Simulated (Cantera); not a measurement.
An adiabatic, constant-volume homogeneous reactor starts with 14.9 % CH4, 16.6 % O2, 62.4 % N2, 6.12 % H2O, equivalence ratio 1.8, at 1475 K and 7500 Torr.

Model: GRI-Mech 3.0 (53 species, 325 reactions), integrated in Cantera.

Predict: time of steepest temperature rise; temperature at 9.00 s; equilibrium temperature; x(O2) at 9.00 s; x(H2O) at 9.00 s; x(HO2) at 9.00 s; x(N2O) at 9.00 s.


- time of steepest temperature rise: 0.333 ms
- temperature at 9.00 s: 2843 K
- equilibrium temperature: 2843 K
- x(O2) at 9.00 s: 6.85e-5 (gas-phase equilibrium 6.85e-5)
- x(H2O) at 9.00 s: 0.187 (gas-phase equilibrium 0.187)
- x(HO2) at 9.00 s: 2.25e-7 (gas-phase equilibrium 2.25e-7)
- x(N2O) at 9.00 s: 1.29e-7 (gas-phase equilibrium 1.29e-7)
